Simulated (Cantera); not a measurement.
What does this Cantera script print?

```python
import numpy as np
import cantera as ct

gas_names = """
    CL CL2 H HCL H2 Si SiCL SiCL2 SiCL3 SiCL4 SiH SiHCL3 SiH2 SiH2CL2 SiH3 SiH3CL SiH4 Si2 Si3
""".split()
cond_names = """
    Si(cr) Si(L)
""".split()


# ... load() reads the species with a 1 bar reference pressure and builds the phases ...
atoms = {
    'Si': {'Si': 1},
    'HCl': {'H': 1, 'CL': 1},
    'H2': {'H': 2},
    'Cl2': {'CL': 2},
}
top_T = {}  # K; cautious upper limits of use, not melting points


# ... equilibrate(T, P, feed) seeds the gas with the atoms and calls Mixture.equilibrate('TP', solver="vcs", rtol=1e-11, max_steps=5000) ...
results = []
feed = {'Si': 1, 'HCl': 1.2, 'H2': 12, 'Cl2': 3}  # mol
T = 873.15  # K
P = 810000  # Pa
mix = equilibrate(T, P, feed)
results.append((T, P, feed, dict(zip(mix.species_names, mix.species_moles))))
x = sorted(zip(gas.X, gas.species_names), reverse=True)
print(f"T = {T:g} K  P = {P:g} Pa  gas = {mix.phase_moles(0):.4g} mol")
print("   x: " + "  ".join(f"{s} {v:.3e}" for v, s in x if v > 1e-06))
print("   condensed (mol): " + ("  ".join(f"{mix.phase(i).name} {mix.phase_moles(i):.4g}"
      for i in range(1, mix.n_phases) if mix.phase_moles(i) > 1e-12) or "none"))
```

It prints:

```
T = 873.15 K  P = 810000 Pa  gas = 15.2 mol
   x: H2 7.232e-01  HCL 2.110e-01  SiCL4 6.531e-02  SiHCL3 4.802e-04
   condensed (mol): none
```

Equilibrium computed with Cantera from the NASA thermochemical tables; the gas is ideal and each condensed phase is pure.
